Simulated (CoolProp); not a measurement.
Values from CoolProp's reference Helmholtz-energy equation of state, McLinden 2015.

Problem. For the fluoroketone C6F12O (FK-5-1-12), give the phase and the cp (kJ/(kg K)), speed of sound (m/s), Joule-Thomson coefficient (K/MPa) at 440.7 K and 0.101 MPa.

Solution. 
- 440.7 K and 0.101 MPa: gas; cp 1.01, speed of sound 107, Joule-Thomson coefficient 8.23
